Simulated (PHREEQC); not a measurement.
Solution (20 °C): 0.096 mol CuSO4, 0.0013 mol HNO3 and 0.054 mol Na2SO4 per kg of water. Closed to the air; pH follows from the charge balance.

The numbers come from PHREEQC with the ion-association model, phreeqc.dat.

```csv
quantity,before,after
pH,3.47,3.77
ionic strength (mol/kgw),0.320,0.320
CuOH+ (mol/kgw),5.55e-7,1.11e-6
Cu2(OH)2+2 (mol/kgw),1.32e-7,5.24e-7
Cu(OH)2 (mol/kgw),2.18e-9,8.69e-9
```

Task: Which change was made?
(A) temperature from 20 to 35 °C
(B) HNO3 from 0.0013 to 0.00065 mol/kgw
(C) temperature from 20 to 45 °C

Result: B, HNO3 from 0.0013 to 0.00065 mol/kgw

This is a speciation only: nothing precipitates in the calculation.
